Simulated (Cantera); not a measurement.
Input: 1 mol SiH2Cl2, 1.1 mol H2O, 64 mol H2, at 1873 K and 93.0 Pa.

Method: chemical equilibrium by Gibbs-energy minimisation in Cantera with the NASA 1993 tables (ideal gas, pure condensed phases). Candidate condensed phases: H2O, Si, SiO2; 30 gas species. Kinetics and transport are ignored.

Base state: H2 0.934, HCl 0.0286, H 0.0205, SiO 0.0145, H2O 0.00145, Cl 0.000474 (mole fractions); condensed: gas only.

Q: What changes in the equilibrium state with this change: temperature from 1873 K to 1748.15 K?

A: 
| species | before | after |
|---|---|---|
| H2 | 0.934 | 0.947 |
| HCl | 0.0286 | 0.0291 |
| SiO | 0.0145 | 0.0146 |
| H | 0.0205 | 0.00730 |
| Cl | 0.000474 | 0.000173 |
| H2O | 0.00145 | 0.00146 |
